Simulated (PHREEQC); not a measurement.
Solution (20 °C): 66 mmol/kgw NH3 and 0.00021 mmol/kgw H4SiO4. Closed to the air; pH follows from the charge balance.

All values are PHREEQC results (ion-association model, phreeqc.dat), not measurements.

- pH: 11.19
- ionic strength: 0.00110 mol/kgw
- specific conductance: 258 µS/cm
- total alkalinity: 66.0 meq/kg

```
species   molality  activity   log γ
--------  --------  --------  ------
NH3         0.0649    0.0649   0.000
NH4+       0.00110   0.00106  -0.016
OH-        0.00110   0.00106  -0.016
H3SiO4-    1.98e-7   1.91e-7  -0.016
H4SiO4     1.00e-8   1.00e-8   0.000
H2SiO4-2   1.66e-9   1.44e-9  -0.063
```

This is a speciation only: nothing precipitates in the calculation. Species that the database lacks are ignored.
